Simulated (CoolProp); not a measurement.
Vapour-liquid equilibrium of propane (1) + benzene (2) at 334.1 K; x and y are mole fractions of (1).

Values from CoolProp's multi-fluid Helmholtz-energy mixture model, Lemmon 2009 and Thol 2012; pair parameters Bell 2016.

| x | bubble pressure (MPa) | y at the bubble point | dew pressure at overall composition x (MPa) | liquid density (mol/L) |
|---|---|---|---|---|
| 0.05 | 0.2179 | 0.751 | ? | 10.72 |
| 0.2 | ? | 0.912 | 0.06764 | 10.80 |
| 0.35 | 0.9112 | ? | ? | 10.84 |
| 0.5 | 1.167 | 0.959 | 0.1084 | 10.83 |
| 0.65 | 1.413 | ? | 0.1550 | 10.74 |
| 0.8 | 1.680 | 0.981 | 0.2712 | 10.49 |
| 0.95 | 2.015 | 0.994 | 1.008 | 9.962 |

Question: Fill in the missing entries.

Answer: 
- 0.05, dew pressure at overall composition x (MPa): 0.05690
- 0.2, bubble pressure (MPa): 0.6112
- 0.35, y at the bubble point: 0.943
- 0.35, dew pressure at overall composition x (MPa): 0.08332
- 0.65, y at the bubble point: 0.970

No azeotrope shows between x = 0.05 and 0.95.

The pair parameters rest on a limited set of measurements; away from them the model extrapolates. The gap from Raoult's law changes sign with composition, which may be real or a fault of the pair parameters; it wasn't checked against measurements.
